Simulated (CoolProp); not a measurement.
Dodecamethylpentasiloxane (MD3M) at several states: fugacity coefficient from the reference equation and from simpler models built on Tc = 628.0 K, pc = 0.9540 MPa, ω = 0.730; each cubic takes its own stable root.

Values from CoolProp's reference Helmholtz-energy equation of state, Thol 2019.

```tsv
T (K)	p (MPa)	phase	reference
507.4	0.0521	gas	0.9518
372.7	0.716	liquid	0.001772
355.4	0.0191	liquid	0.02320
```

**Question.** How far does each simpler model (van der Waals, Redlich-Kwong, Soave-Redlich-Kwong, Peng-Robinson) lie from the reference over these 3 states: mean and median of the absolute difference, and the worst?

**Answer.** 
- van der Waals: mean 3591.1 %, median 4115.9 %, worst +6655.1 % at 372.7 K and 0.716 MPa
- Redlich-Kwong: mean 1204.6 %, median 1428.2 %, worst +2184.1 % at 355.4 K and 0.0191 MPa
- Soave-Redlich-Kwong: mean 4.1 %, median 5.4 %, worst +6.2 % at 355.4 K and 0.0191 MPa
- Peng-Robinson: mean 14.2 %, median 17.8 %, worst +24.3 % at 355.4 K and 0.0191 MPa

At some of these states van der Waals gives the other phase, because its saturation line lies elsewhere.
